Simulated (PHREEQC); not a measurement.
PHREEQC input (ion-association model, phreeqc.dat):

```
SOLUTION_SPECIES
  CO3-2 + 10 H+ + 8 e- = CH4 + 3 H2O  # shut off: no methane
    -log_k -100
    -delta_h 0
    -analytic -100
SOLUTION 1
  temp 25
  units mol/kgw
  pH 7 charge
  Cl 0.02
  K 0.02
END
SELECTED_OUTPUT 1
  -reset false
  -pH true
  -pe true
  -ionic_strength true
  -water true
  -totals C Cl K C(-4) C(4) Ntg
  -molalities H+ K+ Cl- CO3-2 OH- HCO3- CO2 (CO2)2
  -saturation_indices Sylvite
USER_PUNCH 1
  -headings p_CO2(g) phi_CO2(g) p_Ntg(g) phi_Ntg(g) p_H2O(g) phi_H2O(g) density
  10 PUNCH PR_P("CO2(g)"), PR_PHI("CO2(g)"), PR_P("Ntg(g)"), PR_PHI("Ntg(g)"), PR_P("H2O(g)"), PR_PHI("H2O(g)"), RHO
PRINT
  -reset false
USE solution 1
REACTION_TEMPERATURE 1
  40
GAS_PHASE 1
  -fixed_pressure
  -pressure 2
  -temperature 40
  -volume 20
  CO2(g) 1.14
  Ntg(g) 0.86
  H2O(g) 0
END
# ... the last block is repeated for the other 12 points of P (atm)
```

Selected output (columns that matter, 12 of 13 rows; P (atm) added in front):

```
P (atm)	pH	mu	C	Cl	K	Ntg	si_Sylvite	p_CO2(g)	phi_CO2(g)	p_Ntg(g)	phi_Ntg(g)	p_H2O(g)	phi_H2O(g)	density
2	3.9423	0.02015	0.025499	0.020021	0.020021	0.00046905	-4.4953	1.0846	0.99098	0.84169	1.0007	0.073704	0.9868	0.99342
5	3.7417	0.020226	0.064083	0.020021	0.020021	0.0011959	-4.496	2.773	0.9778	2.1518	1.0015	0.075182	0.96881	0.9939
10	3.5949	0.020309	0.12577	0.020022	0.020022	0.0023979	-4.4969	5.5891	0.95618	4.3331	1.0029	0.077732	0.93933	0.99467
20	3.4543	0.020421	0.23966	0.020024	0.020024	0.0047704	-4.4987	11.229	0.91414	8.6882	1.0065	0.083183	0.88226	0.99612
30	3.3766	0.020501	0.34142	0.020027	0.020027	0.0071073	-4.5003	16.877	0.87369	13.034	1.0111	0.089142	0.82766	0.99745
40	3.3247	0.020564	0.43171	0.02003	0.02003	0.0094164	-4.5019	22.534	0.83482	17.371	1.0166	0.095656	0.77554	0.99867
75	3.2254	0.020713	0.66769	0.020042	0.020042	0.017384	-4.507	42.381	0.71131	32.496	1.0441	0.12359	0.61272	1.0022
100	3.1892	0.020783	0.77382	0.020053	0.020053	0.023064	-4.5103	56.588	0.63535	43.263	1.0706	0.14923	0.51545	1.0042
150	3.1501	0.020881	0.88588	0.020082	0.020082	0.03449	-4.5164	85.033	0.5152	64.751	1.1325	0.21575	0.36844	1.0073
200	3.1283	0.020954	0.93265	0.020114	0.020114	0.045608	-4.5221	113.48	0.43396	86.225	1.1905	0.29812	0.27582	1.0098
300	3.0966	0.021074	0.9771	0.020171	0.020171	0.065465	-4.5331	170.34	0.34598	129.18	1.2784	0.48113	0.18295	1.0143
400	3.0684	0.021174	1.0083	0.020211	0.020211	0.082382	-4.5439	227.18	0.3058	172.15	1.3529	0.66557	0.14153	1.0186
```

Constants without temperature data keep their 25 °C values here.
